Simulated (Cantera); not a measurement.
A Cantera script and what it prints.

```python
import numpy as np
import cantera as ct

gas_names = """
    C CO CO2 C2 C2O C3 C3O2 C4 C5 Mg MgO Mg2 O O2 O3
""".split()
cond_names = """
    C(gr) Mg(cr) Mg(L) MgCO3(s) MgO(s) MgO(L)
""".split()


# ... load() reads the species with a 1 bar reference pressure and builds the phases ...
atoms = {
    'MgO': {'Mg': 1, 'O': 1},
    'C': {'C': 1},
    'CO': {'C': 1, 'O': 1},
}
top_T = {'C(gr)': 4500}  # K; cautious upper limits of use, not melting points


# ... equilibrate(T, P, feed) seeds the gas with the atoms and calls Mixture.equilibrate('TP', solver="vcs", rtol=1e-11, max_steps=5000) ...
results = []
feed = {'MgO': 1, 'C': 1.2, 'CO': 0.22}  # mol
T = 1923  # K
P = 120  # Pa
mix = equilibrate(T, P, feed)
results.append((T, P, feed, dict(zip(mix.species_names, mix.species_moles))))
x = sorted(zip(gas.X, gas.species_names), reverse=True)
print(f"T = {T:g} K  P = {P:g} Pa  gas = {mix.phase_moles(0):.4g} mol")
print("   x: " + "  ".join(f"{s} {v:.3e}" for v, s in x if v > 1e-05))
print("   condensed (mol): " + ("  ".join(f"{mix.phase(i).name} {mix.phase_moles(i):.4g}"
      for i in range(1, mix.n_phases) if mix.phase_moles(i) > 1e-12) or "none"))
```

Output:

```
T = 1923 K  P = 120 Pa  gas = 2.22 mol
   x: CO 5.495e-01  Mg 4.505e-01
   condensed (mol): C(gr) 0.2
```

Cantera equilibrium calculation (NASA polynomials, part measured and part estimated; ideal gas, pure solids and liquids).
